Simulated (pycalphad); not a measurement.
CALPHAD calculation (pycalphad, COST 507 light-alloy database (1999)), 1 atm. The data set is of 1999 and partly superseded. The system is extrapolated from its subsystems; higher-order compounds may be missing. Amounts are mole fractions of atoms.

Task: Give the equilibrium state of Al-11.3Sn-4.428Si (wt.%) at 477 °C.

Result: FCC_A1, fraction 0.924, with 0.49 Sn, 0.63 Si wt.%; DIAMOND_A4, fraction 0.041, with <0.01 Sn, >99.99 Si wt.%; LIQUID, fraction 0.035, with 93.9 Sn, 0.03 Si wt.%.

Task: Give the equilibrium state of Al-11.3Sn-4.428Si (wt.%) at 577 °C.

Result: 
```
T = 850.00 K, P = 101325 Pa, N = 1 mol of atoms
G = -33623 J/mol, H = 23089 J/mol, S = 66.72 J/(mol K)  (SER reference)
chemical potentials (J/mol): Al -33049, Sn -63967, Si -26664
phase             fraction      x(Al)      x(Sn)      x(Si)
LIQUID              0.5426     0.8713     0.0508     0.0779
FCC_A1              0.4574     0.9889     0.0013     0.0097
```

FCC_A1 is fcc; DIAMOND_A4 is diamond (Si).
